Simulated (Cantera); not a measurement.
A freely propagating, adiabatic, planar premixed flame of 5.51 % CH₄, 19.9 % O₂, 74.6 % N₂, unburnt at 675 K and 1500 Torr; mixture-averaged transport, grid criteria slope 0.08 and curve 0.16, no radiation.

Model: GRI-Mech 3.0 (53 species, 325 reactions), integrated in Cantera. Burning velocities carry a grid error of a few per cent, more on coarse grids.

Task: Predict: laminar burning velocity; thermal thickness; peak x(HCN); peak x(O); peak x(H₂O₂).

Result: 
| Item | Value |
|---|---|
| laminar burning velocity | 55.1 cm/s |
| thermal thickness | 0.311 mm |
| peak x(HCN) | 7.64e-8 |
| peak x(O) | 0.00205 |
| peak x(H₂O₂) | 3.89e-5 |
